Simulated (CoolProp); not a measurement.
Vapour-liquid equilibrium of CHF3 (R23) (1) + R152A (2) at 187.7 K; x and y are mole fractions of (1).

The numbers come from the multi-fluid Helmholtz-energy mixture model, Penoncello 2003 and Outcalt 1996; pair parameters Bell 2016 in CoolProp.

| x | bubble pressure (bar) | y at the bubble point | dew pressure at overall composition x (bar) | liquid density (mol/L) |
|---|---|---|---|---|
| 0.05 | (withheld) | 0.608 | 0.02401 | 17.31 |
| 0.15 | 0.1254 | 0.844 | 0.02673 | 17.67 |
| 0.25 | 0.2004 | (withheld) | 0.03014 | 18.03 |
| 0.35 | 0.2795 | 0.947 | 0.03456 | 18.40 |
| 0.45 | 0.3618 | (withheld) | 0.04049 | 18.78 |
| 0.55 | 0.4460 | 0.977 | 0.04889 | 19.16 |
| 0.65 | 0.5312 | 0.985 | 0.06167 | 19.54 |
| 0.75 | 0.6165 | 0.991 | 0.08353 | 19.92 |
| 0.85 | 0.7013 | 0.995 | (withheld) | 20.29 |
| 0.95 | 0.7855 | 0.999 | 0.2913 | 20.66 |

### Question
Fill in the missing entries.

### Answer

- 0.05, bubble pressure (bar): 0.05558
- 0.25, y at the bubble point: 0.914
- 0.45, y at the bubble point: 0.965
- 0.85, dew pressure at overall composition x (bar): 0.1295

No azeotrope shows between x = 0.05 and 0.95.

The pair parameters rest on a limited set of measurements; away from them the model extrapolates.
